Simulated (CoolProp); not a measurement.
A single-stage vapour-compression cycle with ethane: evaporating at 196.15 K (dew point), condensing at 266.15 K (bubble point), superheat 2 K, subcooling 0 K, compressor efficiency 0.65, no pressure losses. Each further row changes one setting.

Computed with CoolProp (reference Helmholtz-energy equation of state, Bücker 2006).

| case | cooling COP | pressure ratio | discharge temperature (K) | refrigerating effect (kJ/kg) | volumetric capacity (kJ/m³) |
|---|---|---|---|---|---|
| as stated | 1.19 | 11.0 | 352.2 | 280 | 979 |
| evaporating temperature 201.15 K | 1.36 | 8.77 | 343.4 | 286 | 1240 |
| condensing temperature 261.15 K | 1.35 | 9.71 | 343.5 | 297 | 1040 |
| subcooling 5 K | 1.26 | 11.0 | 352.2 | 297 | 1040 |
| superheat 12 K | 1.19 | 11.0 | 365.3 | 296 | 975 |
| compressor efficiency 0.55 | 1.01 | 11.0 | 371.8 | 280 | 979 |
